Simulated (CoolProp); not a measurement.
Vapour-liquid equilibrium of n-butane (1) + cyclohexane (2) at 299.3 K; x and y are mole fractions of (1).

The numbers come from the multi-fluid Helmholtz-energy mixture model, Bücker 2006 and Zhou 2014; pair parameters Bell 2016 in CoolProp.

| x | bubble pressure, mixture model (MPa) | bubble pressure, Raoult's law (MPa) | y, mixture model | y, Raoult's law |
|---|---|---|---|---|
| 0.05 | 0.02233 | 0.02563 | 0.414 | 0.492 |
| 0.125 | 0.03730 | 0.04351 | 0.677 | 0.724 |
| 0.2 | 0.05423 | 0.06139 | 0.797 | 0.821 |
| 0.275 | 0.07256 | 0.07927 | 0.863 | 0.875 |
| 0.35 | 0.09171 | 0.09715 | 0.903 | 0.908 |
| 0.425 | 0.1111 | 0.1150 | 0.929 | 0.931 |
| 0.5 | 0.1305 | 0.1329 | 0.947 | 0.948 |
| 0.575 | 0.1494 | 0.1508 | 0.961 | 0.961 |
| 0.65 | 0.1679 | 0.1687 | 0.971 | 0.972 |
| 0.725 | 0.1859 | 0.1866 | 0.979 | 0.980 |
| 0.8 | 0.2036 | 0.2044 | 0.985 | 0.987 |
| 0.875 | 0.2214 | 0.2223 | 0.991 | 0.992 |
| 0.95 | 0.2395 | 0.2402 | 0.997 | 0.997 |

The largest gap from Raoult's law is -14.3 % in bubble pressure, at x = 0.125. No azeotrope shows between x = 0.05 and 0.95.

Pair parameters are fitted to limited data, so mixtures are less certain than the pure fluids.
